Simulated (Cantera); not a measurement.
**Catalytic stagnation flow on Pt**

A jet of 7.99 % CH4, 12.1 % O2, 79.9 % N2 at 300 K and 11000 Pa hits a platinum plate 6.9 cm away at a mass flux of 0.15 kg/m²/s; the plate temperature is set and raised in steps from an oxygen-covered start.

Model: Deutschmann's 1995 Pt surface mechanism with GRI-Mech 3.0 gas chemistry, integrated in Cantera. Catalytic surfaces can have several steady states; this one follows from the mechanism file's or the stated starting coverage.

| plate T (K) | wall x CH4 | wall x O2 | wall x H2O | wall x OH | wall x CO | wall x CO2 | θ free Pt | θ H* | θ CO* | θ C* |
|---|---|---|---|---|---|---|---|---|---|---|
| 850 | 0.0203 | 0.00849 | 0.110 | <1e-8 | 0.0278 | 0.0407 | 0.441 | 4.15e-5 | 0.556 | 0.00254 |
| 900 | 0.0150 | 0.00642 | 0.119 | <1e-8 | 0.0452 | 0.0265 | 0.528 | 0.000123 | 0.467 | 0.00492 |
| 950 | 0.0108 | 0.00476 | 0.125 | <1e-8 | 0.0590 | 0.0152 | 0.635 | 0.000350 | 0.356 | 0.00926 |
| 1000 | 0.00798 | 0.00367 | 0.128 | <1e-8 | 0.0661 | 0.0103 | 0.745 | 0.000785 | 0.242 | 0.0126 |
| 1050 | 0.00633 | 0.00304 | 0.126 | <1e-8 | 0.0666 | 0.0117 | 0.842 | 0.00114 | 0.148 | 0.00885 |
| 1100 | 0.00550 | 0.00274 | 0.122 | <1e-8 | 0.0637 | 0.0161 | 0.910 | 0.00130 | 0.0839 | 0.00460 |
x: mole fraction at the wall; θ: surface coverage.
